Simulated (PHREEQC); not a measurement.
0.022 g of hydrous ferric oxide (600 m²/g; 0.2 weak and 0.005 strong sites per Fe, Dzombak-Morel constants, diffuse double layer) in 1 kg of water with 0.001 mol/kgw of an inert sodium salt and 3.2e-07 mol ZnCl2 and 5.7e-07 mol CaCl2, at 25 °C; the pH is set by adding NaOH or the inert anion's acid. O2 is buffered at 0.21 atm. CO2 from the air is kept out. No solid was allowed to form.

Base run: PHREEQC, ion-association model, wateq4f.dat. Each further column changes one thing. The table gives Zn sorbed (%).

```
pH     base  no electrostatic term (-no_edl)  background salt from 0.001 to 0.0001 mol/kgw  oxide from 0.022 to 0.11 g/kgw  0.00015 mol/kgw NaF added
----  -----  -------------------------------  --------------------------------------------  ------------------------------  -------------------------
4       0.0                              0.0                                           0.0                             0.0                        0.0
5.12    0.2                              1.0                                           0.2                             0.9                        0.5
5.88    4.5                              ___                                           4.2                            19.1                        ___
7      84.4                             96.5                                          85.0                            97.0                       86.4
8.12   99.8                             99.8                                          99.8                           100.0                       99.8
8.88  100.0                             99.8                                         100.0                           100.0                      100.0
10     99.9                              ___                                          99.9                           100.0                       99.9
```

Problem. Complete the blanks.

Solution. 
- 5.88, no electrostatic term (-no_edl): 22.7
- 5.88, 0.00015 mol/kgw NaF added: 8.3
- 10, no electrostatic term (-no_edl): 85.7
